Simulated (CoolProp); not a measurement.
Vapour-liquid equilibrium of R13 (1) + propylene (2) at -39.55 °C; x and y are mole fractions of (1).

Values from CoolProp's multi-fluid Helmholtz-energy mixture model, Platzer 1990 and Lemmon 2013; pair parameters Bell 2016. This equation is an older, rougher fit; its heat capacities, sound speeds and derivatives of the liquid may be far off and weren't checked against measurements.

```csv
x,"bubble pressure, mixture model (MPa)","bubble pressure, Raoult's law (MPa)","y, mixture model","y, Raoult's law"
0.05,0.1906,0.1676,0.269,0.183
0.2,0.3020,0.2378,0.587,0.515
0.35,0.3827,0.3080,0.713,0.696
0.5,0.4451,0.3783,0.788,0.809
0.65,0.4979,0.4485,0.848,0.887
0.8,0.5472,0.5187,0.906,0.944
0.95,0.5961,0.5889,0.973,0.988
```

The largest gap from Raoult's law is +27.0 % in bubble pressure, at x = 0.2. No azeotrope shows between x = 0.05 and 0.95.

The pair parameters rest on a limited set of measurements; away from them the model extrapolates.
